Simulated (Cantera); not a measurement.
## Premixed flame

A freely propagating, adiabatic, planar premixed flame of CH4 : H2 : O2 : N2 = 1 : 0.16 : 3.1 : 11.7 (molar parts), equivalence ratio 0.67, unburnt at 500 K and 210000 Pa; mixture-averaged transport, grid criteria slope 0.08 and curve 0.16, no radiation.

Cantera simulation using GRI-Mech 3.0 (53 species, 325 reactions); the numbers are that mechanism's predictions, not measurements. Burning velocities carry a grid error of a few per cent, more on coarse grids.

```csv
z (mm),T (K),u (m/s),x CH4,x H2,x O2,x CO,x HCN,x CH2CO
-0.871,501,0.407,0.0626,0.00972,0.194,1.42e-5,<1e-8,<1e-8
-0.580,506,0.411,0.0623,0.00936,0.194,8.62e-5,<1e-8,3.15e-8
-0.435,522,0.424,0.0614,0.00896,0.193,0.000337,<1e-8,1.83e-7
-0.290,604,0.492,0.0569,0.00828,0.187,0.00182,<1e-8,1.80e-6
-0.145,945,0.774,0.0386,0.00732,0.158,0.00930,4.59e-8,1.78e-5
-0.0726,1273,1.04,0.0208,0.00675,0.127,0.0174,9.98e-8,4.67e-5
0,1594,1.31,0.00434,0.00526,0.0925,0.0233,1.76e-7,4.81e-5
0.0726,1735,1.42,0.000213,0.00296,0.0751,0.0173,1.14e-7,5.26e-6
0.145,1795,1.47,6.65e-6,0.00202,0.0699,0.0107,3.48e-8,2.11e-7
0.290,1860,1.51,<1e-8,0.00133,0.0666,0.00481,<1e-8,<1e-8
0.580,1910,1.55,<1e-8,0.000633,0.0651,0.00179,<1e-8,<1e-8
1.16,1934,1.57,<1e-8,0.000221,0.0647,0.000590,<1e-8,<1e-8
2.32,1942,1.57,<1e-8,8.98e-5,0.0647,0.000206,<1e-8,<1e-8
```
x: mole fraction of selected species; z is measured from the peak of heat release.

The laminar burning velocity is 40.6 cm/s and the thermal thickness is 0.290 mm. The peak x(CO) is 0.0233. The peak x(HCN) comes out as 1.80e-7 and the peak x(CH2CO) is 5.97e-5. The grid points is 143.
